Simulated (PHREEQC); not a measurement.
Make-up at 25 °C: 0.0011 mol HF, 0.0057 mol NaF, 3.9e-05 mol (NH4)2SiF6 and 0.051 mol H3PO4 per kg of water. Closed to the air; pH follows from the charge balance.

All values are PHREEQC results (ion-association model, phreeqc.dat), not measurements.

Problem. The ionic strength comes out as 0.0200 mol/kgw. What activity coefficients do F-, HF2-, Na+, NH4+, SiF6-2 get?

Solution. F- 0.87, HF2- 0.87, Na+ 0.87, NH4+ 0.86, SiF6-2 0.58.

Precipitation was switched off in this run. SiF6-2 is the database's only silicon fluoride.
